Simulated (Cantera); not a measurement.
Mixture: 16.6 % CH₄, 16.6 % O₂, 62.6 % N₂, 4.16 % H₂O, at 0.450 bar, adiabatic and at constant volume. Ignition delay is the time to a rise of 400 K.

Model: GRI-Mech 3.0 (53 species, 325 reactions), integrated in Cantera.

At T0 = 1200 K, what is the delay, and which 8 reactions control it most (d ln τ / d ln k, from doubling and halving each rate constant)?

The delay is 0.138 s.
```tsv
reaction	d ln τ / d ln k	faster rate
2 CH3 (+M) <=> C2H6 (+M)	0.53	lengthens it
CH3 + O2 <=> CH2O + OH	-0.43	shortens it
CH3 + O2 <=> CH3O + O	-0.30	shortens it
CH2O + O2 <=> HCO + HO2	-0.30	shortens it
H + O2 <=> O + OH	-0.21	shortens it
CH4 + H <=> CH3 + H2	0.20	lengthens it
CH2O + CH3 <=> CH4 + HCO	-0.19	shortens it
CH3O + O2 <=> CH2O + HO2	-0.16	shortens it
```
